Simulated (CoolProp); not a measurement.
R21 along the isotherm 473 K: density (kg/m³) from the reference equation and from simpler models built on Tc = 452.7 K, pc = 5.289 MPa, ω = 0.206; each cubic takes its own stable root.

Computed with CoolProp (reference Helmholtz-energy equation of state, Platzer 1990). This equation is an older, rougher fit; its heat capacities, sound speeds and derivatives of the liquid may be far off and weren't checked against measurements.

| p (MPa) | phase | reference |
|---|---|---|
| 0.721 | gas | 19.67 |
| 1.44 | gas | 41.13 |
| 2.16 | gas | 65.03 |
| 2.88 | gas | 92.13 |
| 3.61 | gas | 124.2 |
| 4.33 | gas | 162.7 |
| 5.05 | gas | 212.6 |
| 5.77 | supercritical | 284.4 |
| 6.49 | supercritical | 405.1 |
| 7.21 | supercritical | 573.4 |
| 7.93 | supercritical | 683.4 |

Problem. How far does each simpler model (ideal gas, van der Waals, Soave-Redlich-Kwong) lie from the reference over these 11 states: mean and median of the absolute difference, and the worst?

Solution. 
- ideal gas: mean 34.3 %, median 30.4 %, worst -69.6 % at 473 K and 7.93 MPa
- van der Waals: mean 4.5 %, median 2.3 %, worst -18.6 % at 473 K and 7.93 MPa
- Soave-Redlich-Kwong: mean 4.2 %, median 1.5 %, worst -15.0 % at 473 K and 7.93 MPa
